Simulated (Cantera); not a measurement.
A closed system holds: 1 mol (CH3)2SiCl2, 2.1 mol H2, at 0.770 bar.

These are equilibrium values from Cantera (NASA tables, ideal gas, pure condensed phases), not measurements of a reactor. Candidate condensed phases: C, C6H6, C7H8, C8H18, Si, SiC; 109 gas species. The feed counts by its element totals alone. The tables' values for SiCl3, SiCl are old estimates; treat these amounts as uncertain. Gases not in the tables: Si2H6 and higher silanes. Equilibrium is a limit: real reactors are often held back by kinetics, nucleation or transport.

x: gas mole fraction; n: condensed amount in mol.

```json
[
 {"T (K)": "973", "x H2": "0.795", "x HCl": "0.0638", "x SiCl4": "0.0737", "x CH4": "0.0625", "x SiCl2": "2.51e-6", "n C(graphite)": "1.09", "n SiC(s)": "(withheld)"},
 {"T (K)": "1073", "x H2": "0.804", "x HCl": "0.110", "x SiCl4": "0.0574", "x CH4": "0.0229", "x SiCl2": "2.07e-5", "n C(graphite)": "1.22", "n SiC(s)": "(withheld)"},
 {"T (K)": "1173", "x H2": "0.780", "x HCl": "0.164", "x SiCl4": "0.0415", "x CH4": "0.00911", "x SiCl2": "0.000111", "n C(graphite)": "1.22", "n SiC(s)": "(withheld)"},
 {"T (K)": "1273", "x H2": "0.747", "x HCl": "0.217", "x SiCl4": "0.0266", "x CH4": "0.00403", "x SiCl2": "0.000419", "n C(graphite)": "1.16", "n SiC(s)": "(withheld)"},
 {"T (K)": "1373", "x H2": "0.717", "x HCl": "0.261", "x SiCl4": "0.0145", "x CH4": "0.00199", "x SiCl2": "0.00116", "n C(graphite)": "1.11", "n SiC(s)": "0.879"},
 {"T (K)": "1473", "x H2": "0.698", "x HCl": "0.288", "x SiCl4": "0.00677", "x CH4": "0.00110", "x SiCl2": "0.00245", "n C(graphite)": "1.07", "n SiC(s)": "0.921"},
 {"T (K)": "1573", "x H2": "0.689", "x HCl": "0.301", "x SiCl4": "0.00286", "x CH4": "0.000670", "x SiCl2": "0.00425", "n C(graphite)": "1.06", "n SiC(s)": "0.938"},
 {"T (K)": "1673", "x H2": "0.685", "x HCl": "0.304", "x SiCl4": "0.00119", "x CH4": "0.000439", "x SiCl2": "0.00648", "n C(graphite)": "1.06", "n SiC(s)": "0.938"},
 {"T (K)": "1773", "x H2": "0.685", "x HCl": "0.302", "x SiCl4": "0.000514", "x CH4": "0.000305", "x SiCl2": "0.00910", "n C(graphite)": "1.07", "n SiC(s)": "0.930"},
 {"T (K)": "1873", "x H2": "0.687", "x HCl": "0.298", "x SiCl4": "0.000234", "x CH4": "0.000221", "x SiCl2": "0.0120", "n C(graphite)": "1.08", "n SiC(s)": "0.915"},
 {"T (K)": "1973", "x H2": "0.688", "x HCl": "0.293", "x SiCl4": "0.000112", "x CH4": "0.000167", "x SiCl2": "0.0152", "n C(graphite)": "1.10", "n SiC(s)": "0.898"},
 {"T (K)": "2073", "x H2": "0.690", "x HCl": "0.286", "x SiCl4": "5.65e-5", "x CH4": "0.000129", "x SiCl2": "0.0186", "n C(graphite)": "1.11", "n SiC(s)": "0.879"},
 {"T (K)": "2173", "x H2": "0.691", "x HCl": "0.279", "x SiCl4": "2.97e-5", "x CH4": "0.000102", "x SiCl2": "0.0220", "n C(graphite)": "1.12", "n SiC(s)": "0.858"},
 {"T (K)": "2273", "x H2": "0.690", "x HCl": "0.271", "x SiCl4": "1.63e-5", "x CH4": "8.27e-5", "x SiCl2": "0.0254", "n C(graphite)": "1.13", "n SiC(s)": "0.836"}
]
```

Question: What belongs in the gaps?

Answer: 
- 973, n SiC(s): 0.578
- 1073, n SiC(s): 0.647
- 1173, n SiC(s): 0.729
- 1273, n SiC(s): 0.811
